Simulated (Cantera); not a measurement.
Input: 1 mol Si2Cl6, 0.33 mol HCl, 23 mol H2, equilibrated at 998 K.

Points: P (Pa) = 100, 350, 1300, 4500, 16000, 56000, 200000.

Cantera's Mixture.equilibrate('TP', solver="vcs", rtol=1e-11, max_steps=5000) on the NASA tables stopped like this:

```
ERROR: FAILURE its = 5001!

*******************************************************************************
CanteraError thrown by MultiPhase::equilibrate:
VCS solver failed. Return code: -1
*******************************************************************************
```

### Question
What got this run through?

### Answer
One answer among several that fit: The failure is numerical, not chemical. The same input converged with solver="gibbs", rtol=1e-10, max_steps=50000, and the result passed a check of the equilibrium conditions:
```
log10 of partial pressures in bar; condensed amounts in mol
      P/Pa        H2       HCL     SiCL4    SiHCL3     SiCL2   SiH2CL2     SiCL3    Si(cr)
       100    -3.048    -4.294    -4.379    -5.293    -5.310    -7.175    -5.539    0.6244
       350    -2.500    -3.875    -3.801    -4.585    -5.021    -6.337    -5.106    0.5596
      1300    -1.926    -3.442    -3.217    -3.861    -4.730    -5.472    -4.668     0.493
      4500    -1.385    -3.037    -2.681    -3.187    -4.461    -4.662    -4.266    0.4314
   1.6e+04    -0.832    -2.628    -2.147    -2.511    -4.194    -3.843    -3.865    0.3679
   5.6e+04    -0.288    -2.227    -1.634    -1.854    -3.938    -3.042    -3.481    0.3021
     2e+05     0.265    -1.825    -1.130    -1.200    -3.686    -2.237    -3.103     0.229
```

The gas is ideal and each condensed phase is pure. The feed counts by its element totals alone. The tables' values for SiCl3 are old estimates; treat these amounts as uncertain.
